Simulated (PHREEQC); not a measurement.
A PHREEQC speciation (ion-association model, wateq4f.dat) at 76 °C gives pH 2.27 and these molalities:

```json
[
 {"species": "Cl-", "mol/kgw": "0.0382"},
 {"species": "Cu+2", "mol/kgw": "0.0152"},
 {"species": "H+", "mol/kgw": "0.00639"},
 {"species": "CuCl+", "mol/kgw": "0.00561"},
 {"species": "SO4-2", "mol/kgw": "0.00147"},
 {"species": "HSO4-", "mol/kgw": "0.00142"},
 {"species": "CuSO4", "mol/kgw": "0.00105"},
 {"species": "CuCl2", "mol/kgw": "0.000112"},
 {"species": "Zn+2", "mol/kgw": "2.52e-5"},
 {"species": "ZnCl+", "mol/kgw": "7.50e-6"},
 {"species": "ZnSO4", "mol/kgw": "2.07e-6"},
 {"species": "ZnCl2", "mol/kgw": "2.17e-7"},
 {"species": "CuCl3-", "mol/kgw": "3.31e-8"},
 {"species": "Zn(SO4)2-2", "mol/kgw": "1.83e-8"},
 {"species": "CuOH+", "mol/kgw": "1.55e-8"},
 {"species": "Cu2(OH)2+2", "mol/kgw": "1.25e-8"},
 {"species": "ZnCl3-", "mol/kgw": "1.22e-8"}
]
```

Problem. What are the element totals, and what could have been dissolved in 1 kg of water to give them?

Solution. Several could match; the one computed here: totals Cl 0.0440, Cu(2) 0.0220, S(6) 0.00394, Zn 3.50e-5 mol/kgw, from 0.0039 mol/kgw H2SO4, 3.5e-05 mol/kgw ZnSO4 and 0.022 mol/kgw CuCl2.

This is a speciation only: nothing precipitates in the calculation. Constants without temperature data keep their 25 °C values here.
